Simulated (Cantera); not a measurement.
Input (Python, Cantera) and output of one run.

```python
import numpy as np
import cantera as ct

gas_names = [...]  # 113 gases of nasa_gas.yaml made of C, H, O, Pb
cond_names = """
    C(gr) C6H6(L) C7H8(L) C8H18(L),n-octa H2O(s) H2O(L) Pb(cr) Pb(L) PbO(rd) PbO(yw) PbO(L) PbO2(s)
    Pb3O4(s)
""".split()


# ... load() reads the species with a 1 bar reference pressure and builds the phases ...
atoms = {
    'PbO': {'Pb': 1, 'O': 1},
    'C': {'C': 1},
    'H2': {'H': 2},
}
top_T = {'C(gr)': 4500, 'Pb3O4(s)': 820}  # K; cautious upper limits of use, not melting points


# ... equilibrate(T, P, feed) seeds the gas with the atoms and calls Mixture.equilibrate('TP', solver="vcs", rtol=1e-11, max_steps=5000) ...
results = []
feed = {'PbO': 1, 'C': 0.94, 'H2': 8.6}  # mol
T = 1075  # K
P = 13332.2  # Pa
mix = equilibrate(T, P, feed)
results.append((T, P, feed, dict(zip(mix.species_names, mix.species_moles))))
x = sorted(zip(gas.X, gas.species_names), reverse=True)
print(f"T = {T:g} K  P = {P:g} Pa  gas = {mix.phase_moles(0):.4g} mol")
print("   x: " + "  ".join(f"{s} {v:.3e}" for v, s in x if v > 1e-05))
print("   condensed (mol): " + ("  ".join(f"{mix.phase(i).name} {mix.phase_moles(i):.4g}"
      for i in range(1, mix.n_phases) if mix.phase_moles(i) > 1e-12) or "none"))
```

It prints:

```
T = 1075 K  P = 13332.2 Pa  gas = 9.525 mol
   x: H2 8.941e-01  CO 9.685e-02  H2O 6.595e-03  CH4 1.064e-03  CO2 7.682e-04  Pb 5.696e-04
   condensed (mol): Pb(L) 0.9946
```

Cantera equilibrium calculation (NASA polynomials, part measured and part estimated; ideal gas, pure solids and liquids).
